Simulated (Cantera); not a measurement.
A closed system holds: 1 mol SiCl4, 0.5 mol NH3, 0.58 mol H2, 2.7 mol N2, held at 1275 K and 270 Torr.

Equilibrium computed with Cantera from the NASA thermochemical tables; the gas is ideal and each condensed phase is pure. Candidate condensed phases: NH4Cl, Si, Si3N4; 28 gas species. The tables' values for SiCl3 are old estimates; treat these amounts as uncertain. Rates play no part.

Base state: N2 0.497, HCl 0.292, SiCl4 0.109, H2 0.0989, SiCl3 0.00217, SiHCl3 0.00149, SiCl2 0.000282 (mole fractions); condensed: Si3N4(s).

Problem. What changes in the equilibrium state with this change: pressure from 270 Torr to 1.58 Torr?

Solution. 
| species | before | after |
|---|---|---|
| N2 | 0.497 | 0.483 |
| HCl | 0.292 | 0.340 |
| SiCl4 | 0.109 | 0.0754 |
| H2 | 0.0989 | 0.0692 |
| SiCl2 | 0.000282 | 0.0172 |
| SiCl3 | 0.00217 | 0.0141 |
| Cl | 9.68e-7 | 1.77e-5 |
| SiHCl3 | 0.00149 | 0.000619 |
| Si3N4(s), mol | 0.130 | 0.135 |
